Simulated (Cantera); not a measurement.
What does this Cantera script print?

```python
import numpy as np
import cantera as ct

gas = ct.Solution("gri30.yaml")
gas.TPX = 1400, 500000, {'CH4': 1, 'H2O': 0.56, 'H2': 1.3}
inlet = ct.Reservoir(gas, clone=True)

reactor = ct.IdealGasConstPressureReactor(gas, energy="off", clone=False)
exhaust = ct.Reservoir(gas, clone=True)
tau = [23, 5, 1.1, 0.25, 0.055, 0.012, 0.0027][0]
for a, b in ((inlet, reactor), (reactor, exhaust)):
    ct.MassFlowController(a, b, mdot=lambda t: reactor.mass / tau)
net = ct.ReactorNet([reactor])
show = ['CH4', 'H2O', 'H2', 'H', 'CH2O']

rows = []
print(f"{'tau/s':>10s}{'T/K':>9s}" + "".join(f"{s:>11s}" for s in show))
for tau in [23, 5, 1.1, 0.25, 0.055, 0.012, 0.0027]:
    net.initial_time = 0.0
    net.advance(30 * tau)
    before = gas.X
    net.advance(40 * tau)
    drift = np.max(np.abs(gas.X - before) / (gas.X + 1e-9))
    rows.append([gas.T, *gas[show].X, drift])
    print(f"{tau:10.3e}{gas.T:9.1f}" + "".join(f"{x:11.3e}" for x in gas[show].X))
```

Result:

```
     tau/s      T/K        CH4        H2O         H2          H       CH2O
 2.300e+01   1400.0  3.058e-01  1.822e-01  4.921e-01  1.528e-06  1.033e-07
 5.000e+00   1400.0  3.133e-01  1.899e-01  4.815e-01  1.489e-06  1.063e-07
 1.100e+00   1400.0  3.208e-01  1.924e-01  4.749e-01  1.398e-06  1.043e-07
 2.500e-01   1400.0  3.342e-01  1.942e-01  4.652e-01  1.223e-06  9.745e-08
 5.500e-02   1400.0  3.449e-01  1.954e-01  4.577e-01  1.087e-06  8.853e-08
 1.200e-02   1400.0  3.485e-01  1.957e-01  4.552e-01  1.016e-06  7.250e-08
 2.700e-03   1400.0  3.494e-01  1.958e-01  4.547e-01  9.356e-07  3.790e-08
```

Detailed kinetics in Cantera: GRI-Mech 3.0 (53 species, 325 reactions). GRI-Mech 3.0 stops at C3 and has no aromatics, soot or wall deposition, so with more carbon than oxygen in the feed, carbon stays in small species such as C2H2 where larger ones or solid carbon would form.
